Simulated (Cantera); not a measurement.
**Low-pressure radical oxidation in H2/O2**

A perfectly stirred reactor is fed with 3.95 % H₂, 17.2 % O₂, 78.9 % N₂, at 2670 Pa; it is held at 1423 K, and followed from long to short residence time.

Computed with Cantera and GRI-Mech 3.0 (53 species, 325 reactions). Radical loss at walls, strong at low pressure, is not modelled. The temperature is held fixed by assumption; the heat of reaction is taken as removed at once.

| τ (s) | x H₂ | x O₂ | x N₂O | x H₂O₂ | x H | x NO | x H₂O |
|---|---|---|---|---|---|---|---|
| 0.31 | 0.000581 | 0.152 | 1.77e-8 | 3.65e-8 | 0.00133 | 2.05e-6 | 0.0378 |
| 0.10 | 0.00103 | 0.150 | 1.38e-8 | 4.41e-8 | 0.00322 | 2.60e-6 | 0.0359 |
| 0.036 | 0.00153 | 0.148 | 1.14e-8 | 4.82e-8 | 0.00582 | 2.43e-6 | 0.0337 |
| 0.012 | 0.00212 | 0.147 | 9.60e-9 | 5.06e-8 | 0.00847 | 1.47e-6 | 0.0314 |
| 0.0041 | 0.00303 | 0.147 | 7.83e-9 | 5.42e-8 | 0.0100 | 6.29e-7 | 0.0295 |
| 0.0014 | 0.00513 | 0.148 | 5.31e-9 | 6.12e-8 | 0.0107 | 2.08e-7 | 0.0268 |
| 0.00047 | 0.0106 | 0.153 | 2.44e-9 | 6.77e-8 | 0.00988 | 4.87e-8 | 0.0217 |
| 0.00016 | 0.0238 | 0.162 | 5.27e-10 | 4.63e-8 | 0.00576 | 4.34e-9 | 0.0111 |
x: mole fraction; the columns are a selection and need not sum to one.
